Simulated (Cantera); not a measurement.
An adiabatic, constant-volume homogeneous reactor starts with CH4 : CO : O2 : N2 : CO2 = 1 : 0.11 : 1.37 : 5.15 : 0.28 (molar parts), equivalence ratio 1.5, at 1775 K and 6.20 bar.

Model: GRI-Mech 3.0 (53 species, 325 reactions), integrated in Cantera. Above 3000 K some thermodynamic fits are extrapolated.

Problem. Predict: time of steepest temperature rise; temperature at 0.100 s; equilibrium temperature; x(CO) at 0.100 s; x(O2) at 0.100 s; x(H2O2) at 0.100 s; x(N2O) at 0.100 s; x(H) at 0.100 s.

Solution. 
```json
{
  "time_of_steepest_temperature_rise": "30.7 µs",
  "temperature at 0.100 s": "3110 K",
  "equilibrium_temperature": "3110 K",
  "x(CO) at 0.100 s": "0.115 (gas-phase equilibrium 0.115)",
  "x(O2) at 0.100 s": "0.00286 (gas-phase equilibrium 0.00286)",
  "x(H2O2) at 0.100 s": "5.97e-7 (gas-phase equilibrium 5.97e-7)",
  "x(N2O) at 0.100 s": "9.34e-7 (gas-phase equilibrium 9.34e-7)",
  "x(H) at 0.100 s": "0.0150 (gas-phase equilibrium 0.0150)"
}
```
